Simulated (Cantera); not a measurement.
Input: 1 mol Al, 1.8 mol N₂O, 17 mol N₂, equilibrated at 1048.15 K and 1.00 Torr.

Equilibrium computed with Cantera from the NASA thermochemical tables; the gas is ideal and each condensed phase is pure. Candidate condensed phases: Al, AlN, Al₂O₃; 16 gas species. The numbers say what is thermodynamically allowed, not how fast it happens.

**Question.** What is the equilibrium state?

**Answer.** 
| Item | Value |
|---|---|
| x(N₂) | 0.992 |
| x(O₂) | 0.00791 |
| x(NO) | 1.13e-5 |
| n(Al₂O₃(s)) | 0.500 mol |
| gas amount | 18.95 mol |
| log10 activity of Al(l) (absent) | -29.79 |
